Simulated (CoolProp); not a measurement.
Vapour pressure (kPa) of tetrahydrofuran: the reference equation beside estimates from Tc = 267.0 °C, pc = 5304 kPa, ω = 0.234. Clausius-Clapeyron is anchored at 147.95 °C with a constant enthalpy of vaporisation of 24.89 kJ/mol.

Values from CoolProp's reference Helmholtz-energy equation of state, Fiedler 2023.

```json
[
 {"T (°C)": "136.95", "reference": "646.4", "Lee-Kesler": "653.3", "Clausius-Clapeyron": "669.1", "van der Waals": "1589", "Redlich-Kwong": "887.8", "Peng-Robinson": "647.6"},
 {"T (°C)": "140.65", "reference": "698.3", "Lee-Kesler": "706.3", "Clausius-Clapeyron": "714.2", "van der Waals": "1658", "Redlich-Kwong": "950.0", "Peng-Robinson": "700.1"},
 {"T (°C)": "144.25", "reference": "751.7", "Lee-Kesler": "760.9", "Clausius-Clapeyron": "760.2", "van der Waals": "1728", "Redlich-Kwong": "1013", "Peng-Robinson": "754.3"},
 {"T (°C)": "147.95", "reference": "809.7", "Lee-Kesler": "820.2", "Clausius-Clapeyron": "809.7", "van der Waals": "1802", "Redlich-Kwong": "1082", "Peng-Robinson": "813.2"},
 {"T (°C)": "151.55", "reference": "869.2", "Lee-Kesler": "881.0", "Clausius-Clapeyron": "859.9", "van der Waals": "1875", "Redlich-Kwong": "1151", "Peng-Robinson": "873.7"},
 {"T (°C)": "155.25", "reference": "933.8", "Lee-Kesler": "947.0", "Clausius-Clapeyron": "913.9", "van der Waals": "1953", "Redlich-Kwong": "1226", "Peng-Robinson": "939.5"},
 {"T (°C)": "158.85", "reference": "1000.0", "Lee-Kesler": "1015", "Clausius-Clapeyron": "968.7", "van der Waals": "2030", "Redlich-Kwong": "1301", "Peng-Robinson": "1007"},
 {"T (°C)": "162.55", "reference": "1072", "Lee-Kesler": "1088", "Clausius-Clapeyron": "1027", "van der Waals": "2111", "Redlich-Kwong": "1382", "Peng-Robinson": "1080"},
 {"T (°C)": "166.15", "reference": "1145", "Lee-Kesler": "1162", "Clausius-Clapeyron": "1087", "van der Waals": "2193", "Redlich-Kwong": "1464", "Peng-Robinson": "1155"},
 {"T (°C)": "169.85", "reference": "1224", "Lee-Kesler": "1243", "Clausius-Clapeyron": "1151", "van der Waals": "2278", "Redlich-Kwong": "1552", "Peng-Robinson": "1236"},
 {"T (°C)": "173.45", "reference": "1305", "Lee-Kesler": "1326", "Clausius-Clapeyron": "1215", "van der Waals": "2363", "Redlich-Kwong": "1641", "Peng-Robinson": "1318"}
]
```

Absolute difference from the reference over all 11 rows, mean and median: Lee-Kesler 1.4 and 1.4 %, Clausius-Clapeyron 3.2 and 3.1 %, van der Waals 110.8 and 109.1 %, Redlich-Kwong 31.4 and 31.3 %, Peng-Robinson 0.6 and 0.6 %.
